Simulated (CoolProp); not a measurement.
Vapour pressure (kPa) of R1336mzz(E): the reference equation beside estimates from Tc = 403.5 K, pc = 2779 kPa, ω = 0.413.

Model: reference Helmholtz-energy equation of state, Akasaka 2023, in CoolProp.

```json
[
 {"T (K)": "320", "reference": "392.2", "Lee-Kesler": "393.3", "van der Waals": "1023", "Redlich-Kwong": "641.8", "Soave-Redlich-Kwong": "…"},
 {"T (K)": "324.1", "reference": "442.3", "Lee-Kesler": "443.5", "van der Waals": "1085", "Redlich-Kwong": "702.9", "Soave-Redlich-Kwong": "…"},
 {"T (K)": "328.3", "reference": "498.6", "Lee-Kesler": "…", "van der Waals": "1151", "Redlich-Kwong": "769.4", "Soave-Redlich-Kwong": "503.4"},
 {"T (K)": "332.4", "reference": "558.7", "Lee-Kesler": "559.9", "van der Waals": "1218", "Redlich-Kwong": "838.4", "Soave-Redlich-Kwong": "564.5"},
 {"T (K)": "336.5", "reference": "…", "Lee-Kesler": "625.2", "van der Waals": "1287", "Redlich-Kwong": "911.4", "Soave-Redlich-Kwong": "631.1"},
 {"T (K)": "340.7", "reference": "…", "Lee-Kesler": "697.9", "van der Waals": "1361", "Redlich-Kwong": "990.7", "Soave-Redlich-Kwong": "705.3"},
 {"T (K)": "344.8", "reference": "…", "Lee-Kesler": "774.8", "van der Waals": "1435", "Redlich-Kwong": "1072", "Soave-Redlich-Kwong": "783.9"},
 {"T (K)": "348.9", "reference": "857.2", "Lee-Kesler": "857.9", "van der Waals": "1512", "Redlich-Kwong": "1159", "Soave-Redlich-Kwong": "868.9"},
 {"T (K)": "353.1", "reference": "949.4", "Lee-Kesler": "949.9", "van der Waals": "1593", "Redlich-Kwong": "1252", "Soave-Redlich-Kwong": "963.0"},
 {"T (K)": "357.2", "reference": "1046", "Lee-Kesler": "1047", "van der Waals": "1674", "Redlich-Kwong": "1347", "Soave-Redlich-Kwong": "1062"},
 {"T (K)": "361.3", "reference": "1151", "Lee-Kesler": "1151", "van der Waals": "1759", "Redlich-Kwong": "1447", "Soave-Redlich-Kwong": "1168"},
 {"T (K)": "365.5", "reference": "1266", "Lee-Kesler": "1266", "van der Waals": "1848", "Redlich-Kwong": "1555", "Soave-Redlich-Kwong": "1285"}
]
```

Question: Fill in the missing entries.

Answer: 
- 320, Soave-Redlich-Kwong: 395.1
- 324.1, Soave-Redlich-Kwong: 446.1
- 328.3, Lee-Kesler: 499.9
- 336.5, reference: 624.0
- 340.7, reference: 696.8
- 344.8, reference: 773.9

Absolute difference from the reference over all 12 rows, mean and median: Lee-Kesler 0.1 and 0.1 %, van der Waals 95.4 and 90.4 %, Redlich-Kwong 41.5 and 40.3 %, Soave-Redlich-Kwong 1.2 and 1.3 %.
